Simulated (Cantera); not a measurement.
Gas mixture: C₂H₂ : C₃H₈ : H₂O = 0.14 : 0.78 : 0.87 (molar parts), at 1.01 bar, frozen composition.

Cantera's kinetic-theory transport with the Lennard-Jones parameters of GRI-Mech 3.0, ideal gas; thermal conductivity in the mixture-averaged form. Polar gases are described roughly by these parameters. The composition is frozen, though it would react at the higher temperatures.

D: mixture-averaged diffusion coefficient of that species in the mixture.

```tsv
T (K)	ρ (kg/m³)	cp (J/kg/K)	μ (µPa s)	λ (mW/m/K)	Pr	D (cm²/s) N₂	D (cm²/s) C₂H₂	D (cm²/s) CH₄
400	0.914	2052	12.3	34.0	0.741	0.266	0.209	[?]
600	0.609	2608	17.9	59.9	0.780	0.551	0.446	[?]
800	0.457	3042	23.0	87.7	0.799	0.910	0.749	[?]
1000	0.366	3382	27.7	116	0.805	1.33	1.11	[?]
1200	0.305	3630	32.1	145	0.801	1.82	1.52	[?]
1400	0.261	3840	36.1	174	0.799	2.36	1.98	[?]
1600	0.229	4015	40.0	201	0.796	2.95	2.48	[?]
```

**Question.** Complete the blanks.

**Answer.** 
- 400, D (cm²/s) CH₄: 0.284
- 600, D (cm²/s) CH₄: 0.598
- 800, D (cm²/s) CH₄: 0.995
- 1000, D (cm²/s) CH₄: 1.47
- 1200, D (cm²/s) CH₄: 2.00
- 1400, D (cm²/s) CH₄: 2.60
- 1600, D (cm²/s) CH₄: 3.26
